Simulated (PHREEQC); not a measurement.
## Buffer (model solution)

Solution (25 °C): 0.0015 mol/kgw KHCO3, 0.00033 mol/kgw KOH and 0.00041 mol/kgw NaCl. Closed to the air; pH follows from the charge balance.

Equilibrium calculation in PHREEQC: ion-association model, wateq4f.dat.

The pH is 9.63 and the ionic strength comes out as 0.00252 mol/kgw. The total alkalinity comes out as 1.83 meq/kg.

```
species  molality  activity   log γ
-------  --------  --------  ------
K+        0.00183   0.00173  -0.024
HCO3-     0.00121   0.00115  -0.024
Cl-      0.000410  0.000388  -0.024
Na+      0.000408  0.000386  -0.024
CO3-2    0.000284  0.000229  -0.094
OH-       4.49e-5   4.25e-5  -0.024
NaCO3-    1.74e-6   1.64e-6  -0.024
CO2       6.09e-7   6.09e-7   0.000
NaHCO3    2.50e-7   2.50e-7   0.000
```

This is a speciation only: nothing precipitates in the calculation.
